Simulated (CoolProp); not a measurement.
Properties of dimethyl carbonate along the isobar 4620 kPa.

The numbers come from the reference Helmholtz-energy equation of state, Zhou 2011 in CoolProp.

```json
[
 {"T (K)": "366.1", "phase": "liquid", "density (kg/m³)": "976.8", "cp (kJ/(kg K))": "1.954", "Joule-Thomson coefficient (K/MPa)": "-0.2512", "isothermal compressibility (1/MPa)": "0.001506"},
 {"T (K)": "380.8", "phase": "liquid", "density (kg/m³)": "956.1", "cp (kJ/(kg K))": "1.991", "Joule-Thomson coefficient (K/MPa)": "-0.2277", "isothermal compressibility (1/MPa)": "0.001723"},
 {"T (K)": "395.6", "phase": "liquid", "density (kg/m³)": "934.8", "cp (kJ/(kg K))": "2.030", "Joule-Thomson coefficient (K/MPa)": "-0.2006", "isothermal compressibility (1/MPa)": "0.001985"},
 {"T (K)": "410.4", "phase": "liquid", "density (kg/m³)": "912.8", "cp (kJ/(kg K))": "2.071", "Joule-Thomson coefficient (K/MPa)": "-0.1692", "isothermal compressibility (1/MPa)": "0.002304"},
 {"T (K)": "425.1", "phase": "liquid", "density (kg/m³)": "890.1", "cp (kJ/(kg K))": "2.115", "Joule-Thomson coefficient (K/MPa)": "-0.1324", "isothermal compressibility (1/MPa)": "0.002697"},
 {"T (K)": "439.9", "phase": "liquid", "density (kg/m³)": "866.3", "cp (kJ/(kg K))": "2.162", "Joule-Thomson coefficient (K/MPa)": "-0.08777", "isothermal compressibility (1/MPa)": "0.003200"},
 {"T (K)": "454.7", "phase": "liquid", "density (kg/m³)": "841.3", "cp (kJ/(kg K))": "2.215", "Joule-Thomson coefficient (K/MPa)": "-0.03228", "isothermal compressibility (1/MPa)": "0.003859"},
 {"T (K)": "469.5", "phase": "liquid", "density (kg/m³)": "814.7", "cp (kJ/(kg K))": "2.276", "Joule-Thomson coefficient (K/MPa)": "0.03952", "isothermal compressibility (1/MPa)": "0.004758"},
 {"T (K)": "484.2", "phase": "liquid", "density (kg/m³)": "786.1", "cp (kJ/(kg K))": "2.351", "Joule-Thomson coefficient (K/MPa)": "0.1365", "isothermal compressibility (1/MPa)": "0.006048"},
 {"T (K)": "499", "phase": "liquid", "density (kg/m³)": "754.3", "cp (kJ/(kg K))": "2.452", "Joule-Thomson coefficient (K/MPa)": "0.2783", "isothermal compressibility (1/MPa)": "0.008084"},
 {"T (K)": "513.8", "phase": "liquid", "density (kg/m³)": "717.5", "cp (kJ/(kg K))": "2.603", "Joule-Thomson coefficient (K/MPa)": "0.5057", "isothermal compressibility (1/MPa)": "0.01172"},
 {"T (K)": "528.5", "phase": "liquid", "density (kg/m³)": "672.3", "cp (kJ/(kg K))": "2.872", "Joule-Thomson coefficient (K/MPa)": "0.9287", "isothermal compressibility (1/MPa)": "0.01975"},
 {"T (K)": "543.3", "phase": "liquid", "density (kg/m³)": "605.2", "cp (kJ/(kg K))": "3.626", "Joule-Thomson coefficient (K/MPa)": "2.054", "isothermal compressibility (1/MPa)": "0.05063"}
]
```
